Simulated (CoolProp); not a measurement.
Model: reference Helmholtz-energy equation of state, Smukala 2000, in CoolProp.

Q: For ethylene, give the phase and the density (kg/m³), Joule-Thomson coefficient (K/MPa), isothermal compressibility (1/MPa), fugacity coefficient at 348.4 K and 11.3 MPa.

A: 
- 348.4 K and 11.3 MPa: supercritical; density 182, Joule-Thomson coefficient 4.45, isothermal compressibility 0.121, fugacity coefficient 0.662
